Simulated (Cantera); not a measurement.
Input (Python, Cantera) and output of one run.

```python
import numpy as np
import cantera as ct

gas_names = """
    F F2 H HF H2 H2F2 H3F3 H4F4 H5F5 H6F6 H7F7 Si SiF SiF2 SiF3 SiF4 SiH SiHF3 SiH2 SiH2F2 SiH3 SiH3F
    SiH4 Si2 Si3
""".split()
cond_names = """
    Si(cr) Si(L)
""".split()


# ... load() reads the species with a 1 bar reference pressure and builds the phases ...
atoms = {
    'Si': {'Si': 1},
    'F2': {'F': 2},
    'H2': {'H': 2},
}
top_T = {}  # K; cautious upper limits of use, not melting points


# ... equilibrate(T, P, feed) seeds the gas with the atoms and calls Mixture.equilibrate('TP', solver="vcs", rtol=1e-11, max_steps=5000) ...
results = []
T = 600  # K
P = 10000  # Pa
for m in [1.2, 1.7, 2.3, 3, 4.1, 5.5, 7.5]:
    feed = {'Si': 1, 'F2': m, 'H2': 5.7}  # mol
    mix = equilibrate(T, P, feed)
    results.append((T, P, feed, dict(zip(mix.species_names, mix.species_moles))))

top = {s: max(r[3][s] / sum(r[3][g] for g in gas_names) for r in results) for s in gas_names}
cols = sorted((s for s in top if top[s] > 1e-06), key=lambda s: -top[s])[:9]
seen = [c for c in cond_names if any(r[3].get(c, 0) > 1e-12 for r in results)]
print("log10 of partial pressures in bar; condensed amounts in mol")
print(f"{'n(F2)':>10s}" + "".join(f"{s[:9]:>10s}" for s in cols + seen))
for T, P, feed, n in results:
    ng = sum(n[g] for g in gas_names)
    print(f"{feed['F2']:10.4g}" + "".join(f"{np.log10(max(n[s] / ng * P / 1e5, 1e-99)):10.3f}" for s in cols)
          + "".join(f"{n.get(c, 0):10.4g}" for c in seen))
```

Result:

```
log10 of partial pressures in bar; condensed amounts in mol
     n(F2)        H2        HF      SiF4     SiHF3    SiH2F2      H2F2     SiH3F    Si(cr)
       1.2    -1.044   -10.239    -2.038    -3.304    -4.709   -23.852    -6.912    0.3916
       1.7    -1.061   -10.213    -1.902    -3.210    -4.658   -23.801    -6.904    0.1392
       2.3    -1.113    -2.067    -1.845   -11.351   -20.996    -7.508   -31.440         0
         3    -1.214    -1.585    -1.886   -11.975   -22.204    -6.545   -33.231         0
       4.1    -1.388    -1.321    -1.944   -12.471   -23.138    -6.017   -34.603         0
       5.5    -1.666    -1.164    -2.009   -12.971   -24.074    -5.701   -35.974         0
       7.5    -2.785    -1.045    -2.086   -14.286   -26.627    -5.464   -39.765         0
```

Method: chemical equilibrium by Gibbs-energy minimisation in Cantera with the NASA 1993 tables (ideal gas, pure condensed phases).
